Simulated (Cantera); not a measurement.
## Silicon carbide growth: CH3SiH3 + C3H8 + H2

A closed system holds: 1 mol CH3SiH3, 0.07 mol C3H8, 120 mol H2, at 1423 K and 0.133 bar.

These are equilibrium values from Cantera (NASA tables, ideal gas, pure condensed phases), not measurements of a reactor. Candidate condensed phases: C, C6H6, C7H8, C8H18, Si, SiC; 87 gas species. The feed counts by its element totals alone. Rates play no part.

| Quantity | Value |
|---|---|
| x(H2) | 0.999 |
| x(CH4) | 0.000507 |
| x(H) | 1.82e-5 |
| x(C2H2 (acetylene)) | 3.43e-6 |
| n(C(graphite)) | 0.147 mol |
| n(SiC(s)) | 1.00 mol |
| gas amount | 123.2 mol |
| log10 activity of Si(s) (absent) | -2.28 |
